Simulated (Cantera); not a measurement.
A closed system holds: 1 mol BN, 0.13 mol O2, 1.1 mol N2, at 1150 °C and 2.40 Pa.

Cantera equilibrium calculation (NASA polynomials, part measured and part estimated; ideal gas, pure solids and liquids). Candidate condensed phases: B, BN, B2O3; 17 gas species. Equilibrium is a limit: real reactors are often held back by kinetics, nucleation or transport.

Base state: N2 0.927, B2O3 0.0585, B2O2 0.0127, BO 0.00147 (mole fractions); condensed: BN(s).

Q: What changes in the equilibrium state with this change: temperature from 1150 °C to 677 °C?

A: 
```csv
species,before,after
N2,0.927,1.00
B2O3,0.0585,1.12e-8
B2O2,0.0127,<1e-9
BO,0.00147,<1e-9
"BN(s), mol",0.815,0.827
"B2O3(l), mol",0,0.0867
```

Q: What changes in the equilibrium state with this change: pressure from 2.40 Pa to 4.90 Pa?

A: 
```csv
species,before,after
N2,0.927,0.929
B2O3,0.0585,0.0619
B2O2,0.0127,0.00816
BO,0.00147,0.000826
"BN(s), mol",0.815,0.819
```

Q: What changes in the equilibrium state with this change: N2 from 1.1 to 44 mol?

A: 
```csv
species,before,after
N2,0.927,0.997
B2O3,0.0585,0.00121
B2O2,0.0127,0.000929
BO,0.00147,0.000398
"BN(s), mol",0.815,0.793
```
